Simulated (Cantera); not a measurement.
Standard-state values (1 bar) from the NASA 1993 polynomials, evaluated with Cantera. Values are per mole of reaction as written; species without (g) are pure solids or liquids, kept so even where they would boil at 1 bar.

SiH2(g) = Si + H2(g)

| T (K) | ΔH° (kJ) | ΔS° (J/K) | ΔG° (kJ) | log10 K | condensed phases |
|---|---|---|---|---|---|
| 300 | -245.3 | -58.0 | -227.9 | 39.69 | Si(s) |
| 2623 | -186.6 | -17.4 | -141.0 | 2.81 | Si(l) |
| 2673 | [?] | [?] | [?] | [?] | Si(l) |
| 2723 | [?] | [?] | [?] | [?] | Si(l) |
| 2773 | -185.8 | -17.1 | -138.4 | 2.61 | Si(l) |
| 2823 | -185.5 | -17.0 | -137.5 | 2.54 | Si(l) |
| 2873 | [?] | [?] | [?] | [?] | Si(l) |
| 2923 | [?] | [?] | [?] | [?] | Si(l) |
| 2973 | -184.6 | -16.7 | -135.0 | 2.37 | Si(l) |

Task: What belongs in the gaps?

Result: 
- 2673, ΔH° (kJ): -186.3
- 2673, ΔS° (J/K): -17.3
- 2673, ΔG° (kJ): -140.1
- 2673, log10 K: 2.74
- 2723, ΔH° (kJ): -186.0
- 2723, ΔS° (J/K): -17.2
- 2723, ΔG° (kJ): -139.2
- 2723, log10 K: 2.67
- 2873, ΔH° (kJ): -185.2
- 2873, ΔS° (J/K): -16.9
- 2873, ΔG° (kJ): -136.7
- 2873, log10 K: 2.48
- 2923, ΔH° (kJ): -184.9
- 2923, ΔS° (J/K): -16.8
- 2923, ΔG° (kJ): -135.8
- 2923, log10 K: 2.43
